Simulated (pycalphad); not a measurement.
All values are pycalphad results on the COST 507 light-alloy database (1999) (1 atm), not direct measurements. No gas phase is included, though pure Mg would boil below 1377 °C. The data set is of 1999 and partly superseded. Diffusion is slow at the low end, where real alloys seldom reach equilibrium.

Molar enthalpy of Mg-81.45Al-3.277Si (wt.%) in equilibrium (SER reference):

```
T (°C)  H (kJ/mol)                      phases
------  ----------  --------------------------
1377         50.47                      LIQUID
1277         47.27                      LIQUID
1177         44.06                      LIQUID
1077         40.86                      LIQUID
977          37.65                      LIQUID
877          34.45                      LIQUID
777          31.25                      LIQUID
677          28.05                      LIQUID
627          26.46                      LIQUID
577          20.43     LIQUID + FCC_A1 + MG2SI
477          11.00              FCC_A1 + MG2SI
427           9.54              FCC_A1 + MG2SI
377           8.11              FCC_A1 + MG2SI
277           4.76  FCC_A1 + ALMG_BETA + MG2SI
177           1.77  FCC_A1 + ALMG_BETA + MG2SI
77           -0.96  FCC_A1 + ALMG_BETA + MG2SI
```

Cooling from 627 °C to 477 °C, across the freezing range, releases 15.5 kJ/mol, or 582 J/g. The slope is 32 J/(mol K) in the liquid and 29 J/(mol K) just below the solidus, where it includes any heat of precipitation. Liquidus 621 °C, solidus 499 °C. Changes were sought between steps of 50 K, so a narrower field can be missed.

Database names, with the compositions (at.%) that they take in these runs: MG2SI: Mg 67 Si 33; ALMG_BETA: Al 61 Mg 39. FCC_A1 is fcc.
